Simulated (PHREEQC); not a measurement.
LiOH is added in steps, without added water, to 1 kg of water holding 0.0037 mol HF, 0.00014 mol H2SiF6, 6e-05 mol H3AsO4 and 0.082 mol HCl, at 40 °C. Oxygen alone is held at its pressure in air (log pO2 = -0.68). The system is closed to CO2. Solids allowed: SiO2(a). Others were left out.

Base run: PHREEQC, ion-association model, wateq4f.dat. Each further column changes one thing. The table gives pH.

```
LiOH added (mol)   base  metal-ligand complexes left out  Davies equation for every ion  all activity coefficients set to 1  Debye-Hückel limiting law
----------------  -----  -------------------------------  -----------------------------  ----------------------------------  -------------------------
0                  1.17                             1.17                           1.19                                1.09                       1.24
0.0115             1.23                             1.23                           1.26                                1.15                       1.30
0.02013            1.29                             1.29                           1.31                                1.21                       1.36
0.03163            1.38                             1.38                           1.40                                1.30                       1.45
0.04025            1.46                             1.46                           1.48                                1.38                       1.53
0.05175            1.60                             1.60                           1.62                                1.52                       1.67
0.06037            1.74                             1.74                           1.76                                1.66                       1.81
0.07187            2.06                             2.06                           2.08                                1.98                       2.12
0.0805             2.66                             2.66                           2.68                                2.62                       2.71
0.092             11.14                            11.14                          11.15                               11.26                      11.10
```

Away from 25 °C the constants follow the database's enthalpies or fits; those with neither stay at their 25 °C values. SiF6-2 is the database's only silicon fluoride.
